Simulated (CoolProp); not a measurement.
Vapour-liquid equilibrium of R152A (1) + R113 (2) at 172 kPa; x and y are mole fractions of (1).

Model: multi-fluid Helmholtz-energy mixture model, Outcalt 1996 and Marx 1992; pair parameters Bell 2016, in CoolProp.

Q: Give the bubble temperature and the first vapour's composition at x = 0.05, 0.2, 0.95. Is there an azeotrope?

A: x = 0.05: 317.2 K, y = 0.485; x = 0.2: 286.9 K, y = 0.854; x = 0.95: 262.8 K, y = 0.991. No azeotrope shows between x = 0.05 and 0.95.

The pair parameters rest on a limited set of measurements; away from them the model extrapolates. With so large a gap from Raoult's law the liquid may split in two, which this calculation doesn't test in full.
